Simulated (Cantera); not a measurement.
A perfectly stirred reactor is fed with CH₄ : CO₂ : H₂ = 1 : 3.5 : 0.47 (molar parts), at 5.33 atm; it is held at 1550 K, and followed from long to short residence time.

Model: GRI-Mech 3.0 (53 species, 325 reactions), integrated in Cantera.

Task: What does this change do: pressure from 5.33 atm to 1.28 atm?

Result: 
```csv
quantity,before,after
x(CH₄) at τ = 2.50 s,0.0286,0.0315
x(CO₂) at τ = 2.50 s,0.270,0.298
x(H₂) at τ = 2.50 s,0.107,0.0971
x(HCO) at τ = 2.50 s,1.12e-8,4.80e-9
x(CH₃) at τ = 2.50 s,2.27e-5,4.94e-5
x(CH₄) at τ = 21.0 ms,0.166,0.183
x(CO₂) at τ = 21.0 ms,0.638,0.672
x(H₂) at τ = 21.0 ms,0.0853,0.0918
x(HCO) at τ = 21.0 ms,1.25e-9,1.40e-9
x(CH₃) at τ = 21.0 ms,9.68e-5,0.000181
```
